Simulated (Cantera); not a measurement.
## Hydrocarbon pyrolysis for carbon deposition

An isothermal, constant-pressure homogeneous reactor starts with CH4 : N2 = 0.14 : 80 (molar parts), at 1575 K and 0.0290 bar.

Detailed kinetics in Cantera: GRI-Mech 3.0 (53 species, 325 reactions). GRI-Mech 3.0 stops at C3 and has no aromatics, soot or wall deposition, so with more carbon than oxygen in the feed, carbon stays in small species such as C2H2 where larger ones or solid carbon would form. Radical loss at walls, strong at low pressure, is not modelled.

```json
[
 {"t (s)": "1.00e-5", "x CH4": "0.00175", "x HCN": "<1e-12", "x CH2": "<1e-12", "x CH3": "6.64e-10", "x C2H2": "<1e-12"},
 {"t (s)": "4.44e-5", "x CH4": "0.00175", "x HCN": "<1e-12", "x CH2": "<1e-12", "x CH3": "3.01e-9", "x C2H2": "<1e-12"},
 {"t (s)": "0.000197", "x CH4": "0.00175", "x HCN": "<1e-12", "x CH2": "<1e-12", "x CH3": "1.45e-8", "x C2H2": "<1e-12"},
 {"t (s)": "0.000877", "x CH4": "0.00175", "x HCN": "<1e-12", "x CH2": "<1e-12", "x CH3": "8.01e-8", "x C2H2": "<1e-12"},
 {"t (s)": "0.00390", "x CH4": "0.00175", "x HCN": "<1e-12", "x CH2": "1.31e-11", "x CH3": "4.60e-7", "x C2H2": "<1e-12"},
 {"t (s)": "0.0173", "x CH4": "0.00174", "x HCN": "<1e-12", "x CH2": "1.97e-10", "x CH3": "2.23e-6", "x C2H2": "5.56e-11"},
 {"t (s)": "0.0770", "x CH4": "0.00174", "x HCN": "1.90e-11", "x CH2": "2.56e-9", "x CH3": "1.00e-5", "x C2H2": "2.25e-8"},
 {"t (s)": "0.342", "x CH4": "0.00166", "x HCN": "2.86e-9", "x CH2": "2.99e-8", "x CH3": "4.07e-5", "x C2H2": "7.28e-6"},
 {"t (s)": "1.52", "x CH4": "0.000855", "x HCN": "4.93e-7", "x CH2": "7.08e-8", "x CH3": "4.36e-5", "x C2H2": "0.000385"},
 {"t (s)": "6.75", "x CH4": "0.000175", "x HCN": "3.72e-6", "x CH2": "2.95e-8", "x CH3": "1.13e-5", "x C2H2": "0.000775"},
 {"t (s)": "30.0", "x CH4": "2.08e-5", "x HCN": "1.04e-5", "x CH2": "6.30e-9", "x CH3": "1.73e-6", "x C2H2": "0.000855"}
]
```
x: mole fraction; the columns are a selection and need not sum to one.

Equilibrium at this temperature and pressure: CH4 4.97e-9, HCN 0.00172, CH2 2.12e-12, CH3 4.85e-10, C2H2 1.07e-5 (gas phase only).
